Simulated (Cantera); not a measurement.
A perfectly stirred reactor is fed with 15.3 % CO, 0.505 % H2, 16.8 % O2, 67.4 % N2, at 728 Torr; it is adiabatic with a 600 K inlet, and is followed from long to short residence time, starting on the burning branch (τ in s: 0.14, 0.074, 0.038, 0.019, 0.0099, 0.0051, 0.0026, 0.0013, 0.00068, 0.00035, 0.00018, 9.2e-05, 4.7e-05).

Computed with Cantera and GRI-Mech 3.0 (53 species, 325 reactions).

### Question
Predict: blow-out, bracketed by the residence times tried; x(CO) at τ = 0.140 s; x(H2) at τ = 0.140 s; x(O2) at τ = 0.140 s; x(HO2) at τ = 0.140 s; x(OH) at τ = 0.140 s; x(CO) at τ = 2.60 ms; x(H2) at τ = 2.60 ms; x(O2) at τ = 2.60 ms; x(HO2) at τ = 2.60 ms; x(OH) at τ = 2.60 ms.

### Answer
* **blow-out, bracketed by the residence times tried**: burning at 1.30 ms, out at 0.680 ms
* **x(CO) at τ = 0.140 s**: 0.00352
* **x(H2) at τ = 0.140 s**: 2.38e-5
* **x(O2) at τ = 0.140 s**: 0.0977
* **x(HO2) at τ = 0.140 s**: 1.18e-6
* **x(OH) at τ = 0.140 s**: 0.000701
* **x(CO) at τ = 2.60 ms**: 0.0281
* **x(H2) at τ = 2.60 ms**: 0.000158
* **x(O2) at τ = 2.60 ms**: 0.105
* **x(HO2) at τ = 2.60 ms**: 8.69e-6
* **x(OH) at τ = 2.60 ms**: 0.00124
